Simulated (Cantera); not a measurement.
Standard-state values (1 bar) from the NASA 1993 polynomials, evaluated with Cantera. Values are per mole of reaction as written; species without (g) are pure solids or liquids, kept so even where they would boil at 1 bar.

3 CuF2 + 2 O3(g) + 6 H2(g) ⇌ 3 Cu(OH)2 + 6 HF(g)

| T (K) | ΔH° (kJ) | ΔS° (J/K) | ΔG° (kJ) | log10 K | condensed phases |
|---|---|---|---|---|---|
| 300 | ___ | ___ | ___ | ___ | CuF2(s), Cu(OH)2(s) |
| 1200 | -1838.5 | -300.1 | -1478.3 | 64.35 | CuF2(l), Cu(OH)2(s) |
| 1250 | -1840.9 | -302.1 | -1463.3 | 61.15 | CuF2(l), Cu(OH)2(s) |
| 1300 | -1843.3 | -304.0 | -1448.1 | 58.19 | CuF2(l), Cu(OH)2(s) |
| 1350 | -1845.8 | -305.8 | -1432.9 | 55.44 | CuF2(l), Cu(OH)2(s) |
| 1400 | -1848.3 | -307.7 | -1417.5 | 52.89 | CuF2(l), Cu(OH)2(s) |
| 1450 | ___ | ___ | ___ | ___ | CuF2(l), Cu(OH)2(s) |
| 1500 | -1853.4 | -311.2 | -1386.6 | 48.29 | CuF2(l), Cu(OH)2(s) |

Task: Some entries are withheld; supply them.

Result: 
- 300, ΔH° (kJ): -1653.3
- 300, ΔS° (J/K): -126.5
- 300, ΔG° (kJ): -1615.3
- 300, log10 K: 281.25
- 1450, ΔH° (kJ): -1850.8
- 1450, ΔS° (J/K): -309.4
- 1450, ΔG° (kJ): -1402.1
- 1450, log10 K: 50.51
